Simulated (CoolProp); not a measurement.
Properties of hexamethyldisiloxane (MM) along the isotherm 536.1 K.

The numbers come from the reference Helmholtz-energy equation of state, Thol 2016 in CoolProp.

```
p (MPa)          phase  density (kg/m³)  speed of sound (m/s)  expansivity (1/kK)
-------  -------------  ---------------  --------------------  ------------------
0.966              gas            42.81                 138.9               3.658
1.93               gas            121.6                 98.30               12.26
2.9      supercritical            370.7                 116.5               16.61
3.86     supercritical            429.7                 188.6               6.652
4.83     supercritical            457.2                 235.5               4.639
5.79     supercritical            475.5                 271.4               3.738
6.76     supercritical            489.8                 301.6               3.200
7.72     supercritical            501.3                 327.5               2.843
8.69     supercritical            511.3                 350.9               2.580
9.66     supercritical            520.0                 372.1               2.379
```
